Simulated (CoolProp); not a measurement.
Model: reference Helmholtz-energy equation of state, Lemmon 2006, in CoolProp. It is a short technical equation, of lower accuracy than the large ones.

Task: For carbon monoxide, give the phase and the density (kg/m³), cp (kJ/(kg K)), Joule-Thomson coefficient (K/MPa) at 99.2 K and 1.64 MPa; 99.2 K and 7.11 MPa.

Result: 
- 99.2 K and 1.64 MPa: liquid; density 715, cp 2.26, Joule-Thomson coefficient -0.170
- 99.2 K and 7.11 MPa: liquid; density 736, cp 2.13, Joule-Thomson coefficient -0.253
